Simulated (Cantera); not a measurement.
Input (Python, Cantera):

```python
import numpy as np
import cantera as ct

gas = ct.Solution("gri30.yaml")
gas.TPX = 1750, 1333, {'CH4': 1, 'N2': 15}
inlet = ct.Reservoir(gas, clone=True)

reactor = ct.IdealGasConstPressureReactor(gas, energy="off", clone=False)
exhaust = ct.Reservoir(gas, clone=True)
tau = [13, 3.4, 0.9, 0.23, 0.061, 0.016, 0.0042][0]
for a, b in ((inlet, reactor), (reactor, exhaust)):
    ct.MassFlowController(a, b, mdot=lambda t: reactor.mass / tau)
net = ct.ReactorNet([reactor])
show = ['CH4', 'H2', 'C2H4', 'C2H', 'CH3', 'C2H2']

rows = []
print(f"{'tau/s':>10s}{'T/K':>9s}" + "".join(f"{s:>11s}" for s in show))
for tau in [13, 3.4, 0.9, 0.23, 0.061, 0.016, 0.0042]:
    net.initial_time = 0.0
    net.advance(30 * tau)
    before = gas.X
    net.advance(40 * tau)
    drift = np.max(np.abs(gas.X - before) / (gas.X + 1e-9))
    rows.append([gas.T, *gas[show].X, drift])
    print(f"{tau:10.3e}{gas.T:9.1f}" + "".join(f"{x:11.3e}" for x in gas[show].X))
```

Output:

```
     tau/s      T/K        CH4         H2       C2H4        C2H        CH3       C2H2
 1.300e+01   1750.0  2.482e-03  8.438e-02  1.435e-05  6.997e-07  1.760e-04  2.808e-02
 3.400e+00   1750.0  6.155e-03  7.904e-02  6.147e-05  5.147e-07  3.394e-04  2.627e-02
 9.000e-01   1750.0  1.411e-02  6.741e-02  2.509e-04  3.536e-07  6.164e-04  2.222e-02
 2.300e-01   1750.0  2.908e-02  4.536e-02  8.805e-04  1.945e-07  1.009e-03  1.437e-02
 6.100e-02   1750.0  4.911e-02  1.628e-02  1.578e-03  5.100e-08  1.203e-03  4.174e-03
 1.600e-02   1750.0  6.107e-02  1.185e-03  2.652e-04  1.940e-09  6.100e-04  1.160e-04
 4.200e-03   1750.0  6.231e-02  1.003e-04  6.839e-06  2.004e-11  1.694e-04  6.969e-07
```

Detailed kinetics in Cantera: GRI-Mech 3.0 (53 species, 325 reactions). GRI-Mech 3.0 stops at C3 and has no aromatics, soot or wall deposition, so with more carbon than oxygen in the feed, carbon stays in small species such as C2H2 where larger ones or solid carbon would form. Radical loss at walls, strong at low pressure, is not modelled.
